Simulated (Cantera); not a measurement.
Input: 1 mol Si(CH3)4, 2.3 mol HCl, 540 mol H2, held at 10.0 Torr.

These are equilibrium values from Cantera (NASA tables, ideal gas, pure condensed phases), not measurements of a reactor. Candidate condensed phases: C, C6H6, C7H8, C8H18, Si, SiC; 109 gas species. Gases not in the tables: Si2H6 and higher silanes. Rates play no part.

log p: log10 of the partial pressure in bar; n: condensed amount in mol.

```json
[
 {"T (°C)": "1602", "log p H2": "-1.88", "log p H": "-4.12", "log p HCl": "-4.26", "log p C2H2 (acetylene)": "-5.38", "log p Si": "-6.52", "log p Cl": "[?]", "n C(graphite)": "2.67", "n SiC(s)": "0.983"},
 {"T (°C)": "1652", "log p H2": "-1.88", "log p H": "-3.96", "log p HCl": "-4.26", "log p C2H2 (acetylene)": "-5.22", "log p Si": "-6.15", "log p Cl": "[?]", "n C(graphite)": "2.53", "n SiC(s)": "0.962"},
 {"T (°C)": "1702", "log p H2": "-1.88", "log p H": "-3.81", "log p HCl": "-4.26", "log p C2H2 (acetylene)": "-5.07", "log p Si": "-5.79", "log p Cl": "[?]", "n C(graphite)": "2.37", "n SiC(s)": "0.917"},
 {"T (°C)": "1752", "log p H2": "-1.88", "log p H": "-3.66", "log p HCl": "-4.26", "log p C2H2 (acetylene)": "-4.93", "log p Si": "-5.46", "log p Cl": "[?]", "n C(graphite)": "2.18", "n SiC(s)": "0.821"},
 {"T (°C)": "1802", "log p H2": "-1.89", "log p H": "-3.52", "log p HCl": "-4.27", "log p C2H2 (acetylene)": "-4.79", "log p Si": "-5.14", "log p Cl": "[?]", "n C(graphite)": "1.98", "n SiC(s)": "0.625"},
 {"T (°C)": "1852", "log p H2": "-1.89", "log p H": "-3.39", "log p HCl": "-4.27", "log p C2H2 (acetylene)": "-4.67", "log p Si": "-4.83", "log p Cl": "[?]", "n C(graphite)": "1.85", "n SiC(s)": "0.233"},
 {"T (°C)": "1902", "log p H2": "-1.90", "log p H": "-3.26", "log p HCl": "-4.28", "log p C2H2 (acetylene)": "-4.55", "log p Si": "-4.72", "log p Cl": "[?]", "n C(graphite)": "1.44", "n SiC(s)": "0"},
 {"T (°C)": "1952", "log p H2": "-1.90", "log p H": "-3.14", "log p HCl": "-4.28", "log p C2H2 (acetylene)": "-4.44", "log p Si": "-4.71", "log p Cl": "[?]", "n C(graphite)": "0.684", "n SiC(s)": "0"},
 {"T (°C)": "2002", "log p H2": "-1.91", "log p H": "-3.03", "log p HCl": "-4.29", "log p C2H2 (acetylene)": "-4.36", "log p Si": "-4.71", "log p Cl": "[?]", "n C(graphite)": "0", "n SiC(s)": "0"},
 {"T (°C)": "2052", "log p H2": "-1.92", "log p H": "-2.92", "log p HCl": "-4.30", "log p C2H2 (acetylene)": "-4.36", "log p Si": "-4.71", "log p Cl": "[?]", "n C(graphite)": "0", "n SiC(s)": "0"},
 {"T (°C)": "2102", "log p H2": "-1.93", "log p H": "-2.82", "log p HCl": "-4.32", "log p C2H2 (acetylene)": "-4.37", "log p Si": "-4.70", "log p Cl": "[?]", "n C(graphite)": "0", "n SiC(s)": "0"},
 {"T (°C)": "2152", "log p H2": "-1.95", "log p H": "-2.72", "log p HCl": "-4.33", "log p C2H2 (acetylene)": "-4.37", "log p Si": "-4.71", "log p Cl": "[?]", "n C(graphite)": "0", "n SiC(s)": "0"},
 {"T (°C)": "2202", "log p H2": "-1.96", "log p H": "-2.63", "log p HCl": "-4.36", "log p C2H2 (acetylene)": "-4.38", "log p Si": "-4.71", "log p Cl": "[?]", "n C(graphite)": "0", "n SiC(s)": "0"},
 {"T (°C)": "2252", "log p H2": "-1.98", "log p H": "-2.54", "log p HCl": "-4.38", "log p C2H2 (acetylene)": "-4.40", "log p Si": "-4.71", "log p Cl": "[?]", "n C(graphite)": "0", "n SiC(s)": "0"}
]
```

Task: What belongs in the gaps?

Result: 
- 1602, log p Cl: -6.62
- 1652, log p Cl: -6.46
- 1702, log p Cl: -6.31
- 1752, log p Cl: -6.16
- 1802, log p Cl: -6.03
- 1852, log p Cl: -5.90
- 1902, log p Cl: -5.78
- 1952, log p Cl: -5.66
- 2002, log p Cl: -5.55
- 2052, log p Cl: -5.45
- 2102, log p Cl: -5.35
- 2152, log p Cl: -5.26
- 2202, log p Cl: -5.17
- 2252, log p Cl: -5.09
